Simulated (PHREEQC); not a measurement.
Make-up at 63 °C: 0.012 mol/kgw NiSO4, 0.28 mol/kgw CuCl2, 0.0062 mol/kgw H2SO4 and 0.00023 mol/kgw NaCl. Closed to the air; pH follows from the charge balance.

All values are PHREEQC results (ion-association model, wateq4f.dat), not measurements.

Precipitation was switched off in this run.

Problem. Predict the pH, ionic strength, activity of water.

Solution. pH 2.17; ionic strength 0.537 mol/kgw; activity of water 0.988.

Problem. In which forms is Cl present?

Solution. Cl- 69 %, CuCl+ 25 %, CuCl2 5.1 % of the Cl.

Constants without temperature data keep their 25 °C values here.
